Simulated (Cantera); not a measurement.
Cantera with NASA thermochemical tables; ideal gases at 1 bar, condensed phases pure. Values are per mole of reaction as written; species without (g) are pure solids or liquids, kept so even where they would boil at 1 bar.

6 AlCl(g) + 2 N₂(g) → Al₂Cl₆(g) + 4 AlN, with ΔH° = -2258.9 kJ and ΔS° = -1195.2 J/K at 300 K.

Task: How far is the shortcut ΔG° ≈ ΔH°(300 K) − T·ΔS°(300 K) from the full temperature-dependent value at 2098, 2198, 2298, 2398, 2498, 2598 K?

Result: 
| T (K) | shortcut (kJ) | full (kJ) | difference (kJ) | difference in log10 K |
|---|---|---|---|---|
| 2098 | 248.7 | 107.3 | 141.4 | -3.52 |
| 2198 | 368.2 | 213.2 | 155.1 | -3.68 |
| 2298 | 487.8 | 318.7 | 169.1 | -3.84 |
| 2398 | 607.3 | 423.9 | 183.4 | -4.00 |
| 2498 | 726.8 | 528.7 | 198.2 | -4.14 |
| 2598 | 846.3 | 633.1 | 213.2 | -4.29 |
The shortcut ignores the heat-capacity change of the reaction.
